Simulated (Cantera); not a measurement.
**Thermodynamics of silicon oxide and oxynitride deposition, feed HMDSO + H2O + H2**

Input: 1 mol HMDSO, 12 mol H2O, 5.3 mol H2, held at 0.340 bar.

Method: chemical equilibrium by Gibbs-energy minimisation in Cantera with the NASA 1993 tables (ideal gas, pure condensed phases). Candidate condensed phases: C, C6H6, C7H8, C8H18, H2O, Si, SiC, SiO2; 123 gas species. The feed counts by its element totals alone. The tables hold silica as quartz up to 1696 K and as liquid above; real silica turns to tridymite and cristobalite and melts near 1996 K. Gases not in the tables: Si(OH)4. Kinetics and transport are ignored.

From 925 °C to 1375 °C the condensed part is SiO2(β-quartz). From 1425 °C to 1575 °C the condensed part is SiO2(condensed).

| T (°C) | x H2 | x CO | x H2O | x CO2 | x H | x SiO | n SiO2(β-quartz) | n SiO2(condensed) |
|---|---|---|---|---|---|---|---|---|
| 925 | 0.735 | 0.172 | 0.0793 | 0.0136 | 2.79e-7 | <1e-12 | 2.00 | 0 |
| 975 | 0.734 | 0.173 | 0.0806 | 0.0122 | 6.86e-7 | 6.86e-12 | 2.00 | 0 |
| 1025 | 0.732 | 0.175 | 0.0818 | 0.0111 | 1.57e-6 | 5.13e-11 | 2.00 | 0 |
| 1075 | 0.732 | 0.176 | 0.0827 | 0.0101 | 3.39e-6 | 3.29e-10 | 2.00 | 0 |
| 1125 | 0.731 | 0.176 | 0.0836 | 0.00933 | 6.94e-6 | 1.85e-9 | 2.00 | 0 |
| 1175 | 0.730 | 0.177 | 0.0843 | 0.00863 | 1.35e-5 | 9.18e-9 | 2.00 | 0 |
| 1225 | 0.729 | 0.178 | 0.0849 | 0.00802 | 2.52e-5 | 4.09e-8 | 2.00 | 0 |
| 1275 | 0.729 | 0.178 | 0.0854 | 0.00749 | 4.51e-5 | 1.65e-7 | 2.00 | 0 |
| 1325 | 0.728 | 0.179 | 0.0858 | 0.00703 | 7.79e-5 | 6.09e-7 | 2.00 | 0 |
| 1375 | 0.728 | 0.179 | 0.0863 | 0.00662 | 0.000130 | 2.07e-6 | 2.00 | 0 |
| 1425 | 0.727 | 0.179 | 0.0866 | 0.00627 | 0.000212 | 6.53e-6 | 0 | 2.00 |
| 1475 | 0.727 | 0.180 | 0.0869 | 0.00595 | 0.000334 | 1.90e-5 | 0 | 2.00 |
| 1525 | 0.727 | 0.180 | 0.0872 | 0.00567 | 0.000515 | 5.17e-5 | 0 | 2.00 |
| 1575 | 0.726 | 0.180 | 0.0875 | 0.00542 | 0.000775 | 0.000133 | 0 | 2.00 |
x: gas mole fraction; n: condensed amount in mol.
